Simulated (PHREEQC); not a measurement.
Solution (25 °C): 21 mmol/kgw HF and 0.31 mmol/kgw NH4F. Closed to the air; pH follows from the charge balance.

Computed with PHREEQC (ion-association model, phreeqc.dat).

No solid was allowed to form.

**Question.** What pH, ionic strength does the model give?

**Answer.** pH 2.47; ionic strength 0.00389 mol/kgw.

**Question.** In which forms is F present?

**Answer.** HF 81 %, F- 17 %, HF2- 2.3 % of the F.
